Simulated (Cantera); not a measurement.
A perfectly stirred reactor is fed with CO : O₂ : H₂O : N₂ = 0.006 : 0.033 : 0.053 : 1 (molar parts), at 0.296 atm; it is held at 1400 K, and followed from long to short residence time.

Cantera simulation using GRI-Mech 3.0 (53 species, 325 reactions); the numbers are that mechanism's predictions, not measurements.

Question: What does this change do: pressure from 0.296 atm to 1.18 atm?

Answer: 
```json
[
 {"quantity": "x(CO) at τ = 1.90 s", "before": "3.13e-5", "after": "1.87e-5"},
 {"quantity": "x(O₂) at τ = 1.90 s", "before": "0.0275", "after": "0.0275"},
 {"quantity": "x(H₂O) at τ = 1.90 s", "before": "0.0486", "after": "0.0486"},
 {"quantity": "x(N₂O) at τ = 1.90 s", "before": "2.12e-7", "after": "2.48e-7"},
 {"quantity": "x(OH) at τ = 1.90 s", "before": "0.000115", "after": "4.54e-5"},
 {"quantity": "x(CO) at τ = 33.0 ms", "before": "0.000458", "after": "0.000283"},
 {"quantity": "x(O₂) at τ = 33.0 ms", "before": "0.0277", "after": "0.0276"},
 {"quantity": "x(H₂O) at τ = 33.0 ms", "before": "0.0483", "after": "0.0485"},
 {"quantity": "x(N₂O) at τ = 33.0 ms", "before": "1.46e-7", "after": "6.00e-7"},
 {"quantity": "x(OH) at τ = 33.0 ms", "before": "0.000412", "after": "0.000163"}
]
```
